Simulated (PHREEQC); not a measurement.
Alkaline etch or developer (model solution)

A solution holds 3 mmol/kgw KOH, 0.82 mmol/kgw K2SiO3 and 10 mmol/kgw K3PO4, at 50 °C. Closed to the air; pH follows from the charge balance.

All values are PHREEQC results (ion-association model, phreeqc.dat), not measurements.

Each row changes one thing in this solution. This is a speciation only: nothing precipitates in the calculation.

| case | pH | ionic strength (mol/kgw) |
|---|---|---|
| as made | 11.22 | 0.0494 |
| K3PO4 left out | [?] | 0.00466 |
| temperature from 50 to 20 °C | 11.99 | 0.0552 |
| 0.0019 mol/kgw H2SO4 added | [?] | 0.0496 |
| KOH from 0.003 to 0.0027 mol/kgw | [?] | 0.0490 |
| K3PO4 from 0.01 to 0.011 mol/kgw | 11.23 | 0.0542 |
| K2SiO3 left out | [?] | 0.0474 |
| diluted 5-fold with water | 10.64 | 0.00910 |
| KOH from 0.003 to 0.0006 mol/kgw | [?] | 0.0462 |

Q: Fill in the missing entries.

A: 
- K3PO4 left out, pH: 10.81
- 0.0019 mol/kgw H2SO4 added, pH: 11.07
- KOH from 0.003 to 0.0027 mol/kgw, pH: 11.21
- K2SiO3 left out, pH: 11.19
- KOH from 0.003 to 0.0006 mol/kgw, pH: 11.13

Constants without temperature data keep their 25 °C values here.
